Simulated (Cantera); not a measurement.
# Equilibrium for titanium nitride, carbide and oxide coatings: Ti(OiPr)4 + C3H8

Charge: 1 mol Ti(OiPr)4, 1.2 mol C3H8, held at 1002 °C.

Equilibrium computed with Cantera from the NASA thermochemical tables; the gas is ideal and each condensed phase is pure. Candidate condensed phases: C, C6H6, C7H8, C8H18, H2O, Ti, TiC, TiO, TiO2, Ti2O3, Ti3O5, Ti4O7; 113 gas species. The feed counts by its element totals alone. Mutual solubility and eutectic melting of coexisting phases are not modelled. TiC: taken at fixed stoichiometry. Condensed phases not in the tables: Magnéli phases beyond Ti4O7. The numbers say what is thermodynamically allowed, not how fast it happens.

```csv
P (Pa),log p H2,log p CO,log p CH4,log p H2O,log p CO2,log p H,log p C2H4,log p C2H2 (acetylene),n C(graphite),n TiC(s),n Ti3O5(s),n Ti4O7(s)
10,-4.08,-4.76,-10.20,-10.77,-11.67,-8.17,-13.98,-10.50,10.6,1.00,0,0
28,-3.64,-4.31,-9.31,-9.88,-10.77,-7.95,-13.08,-10.05,10.6,1.00,0,0
77,-3.20,-3.87,-8.43,-9.00,-9.89,-7.73,-12.20,-9.61,10.6,1.00,0,0
220,-2.74,-3.41,-7.52,-8.09,-8.98,-7.50,-11.29,-9.16,10.6,1.00,0,0
600,-2.31,-2.98,-6.64,-7.22,-8.11,-7.29,-10.42,-8.72,10.6,1.00,0,0
1700,-1.85,-2.53,-5.74,-6.31,-7.21,-7.06,-9.52,-8.27,10.6,1.00,0,0
4600,-1.40,-2.18,-4.84,-5.52,-6.51,-6.83,-8.62,-7.82,11.9,0.492,0.169,0
13000,-0.94,-1.84,-3.91,-4.71,-5.84,-6.60,-7.68,-7.35,13.2,0,0.333,0
36000,-0.49,-1.42,-3.02,-3.84,-4.98,-6.38,-6.80,-6.91,13.3,0,0,0.250
100000,-0.05,-0.97,-2.14,-2.96,-4.10,-6.16,-5.92,-6.47,13.2,0,0,0.250
```
log p: log10 of the partial pressure in bar; n: condensed amount in mol.

From 0.0750 Torr to 12.8 Torr the condensed part is C(graphite) + TiC(s). At 34.5 Torr the condensed part is C(graphite) + TiC(s) + Ti3O5(s). At 97.5 Torr the condensed part is C(graphite) + Ti3O5(s). From 270 Torr to 750 Torr the condensed part is C(graphite) + Ti4O7(s).
